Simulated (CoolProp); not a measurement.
Model: reference Helmholtz-energy equation of state, de Reuck 1990, in CoolProp.

Question: For fluorine, give the phase and the cv (kJ/(kg K)), speed of sound (m/s), Joule-Thomson coefficient (K/MPa), fugacity coefficient at 138.9 K and 200 bar.

Answer: 
- 138.9 K and 200 bar: liquid; cv 0.707, speed of sound 554, Joule-Thomson coefficient -0.0307, fugacity coefficient 0.236
